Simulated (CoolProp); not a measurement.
Properties of ammonia along the isotherm 451.85 °C.

Model: reference Helmholtz-energy equation of state, Gao 2020, in CoolProp.

```
p (kPa)  phase  density (kg/m³)  Joule-Thomson coefficient (K/MPa)
-------  -----  ---------------  ---------------------------------
568        gas            1.608                              2.013
1140       gas            3.232                              2.006
1700       gas            4.828                              1.998
2270       gas            6.458                              1.991
2840       gas            8.094                              1.983
3410       gas            9.734                              1.975
3980       gas            11.38                              1.967
4550       gas            13.03                              1.958
5110       gas            14.66                              1.950
5680       gas            16.32                              1.942
```
